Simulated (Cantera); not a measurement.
Cantera with NASA thermochemical tables; ideal gases at 1 bar, condensed phases pure. Values are per mole of reaction as written; species without (g) are pure solids or liquids, kept so even where they would boil at 1 bar.

B + 3 HF(g) ⇌ BF3(g) + 3 H(g)

```tsv
T (K)	ΔH° (kJ)	ΔS° (J/K)	ΔG° (kJ)	log10 K	condensed phases
300	336.0	71.4	314.6	-54.78	B(s)
1773	___	___	___	___	B(s)
1873	366.2	106.7	166.4	-4.64	B(s)
1973	367.5	107.3	155.7	-4.12	B(s)
2073	368.7	107.9	145.0	-3.65	B(s)
2173	___	___	___	___	B(s)
2273	370.8	108.9	123.3	-2.83	B(s)
2373	___	___	___	___	B(l)
2473	322.2	88.2	104.1	-2.20	B(l)
2573	322.9	88.5	95.2	-1.93	B(l)
2673	___	___	___	___	B(l)
2773	324.0	88.9	77.5	-1.46	B(l)
```

**Question.** Some entries are withheld; supply them.

**Answer.** 
- 1773, ΔH° (kJ): 364.8
- 1773, ΔS° (J/K): 105.9
- 1773, ΔG° (kJ): 177.1
- 1773, log10 K: -5.22
- 2173, ΔH° (kJ): 369.8
- 2173, ΔS° (J/K): 108.5
- 2173, ΔG° (kJ): 134.1
- 2173, log10 K: -3.22
- 2373, ΔH° (kJ): 321.5
- 2373, ΔS° (J/K): 87.9
- 2373, ΔG° (kJ): 112.9
- 2373, log10 K: -2.48
- 2673, ΔH° (kJ): 323.4
- 2673, ΔS° (J/K): 88.7
- 2673, ΔG° (kJ): 86.4
- 2673, log10 K: -1.69
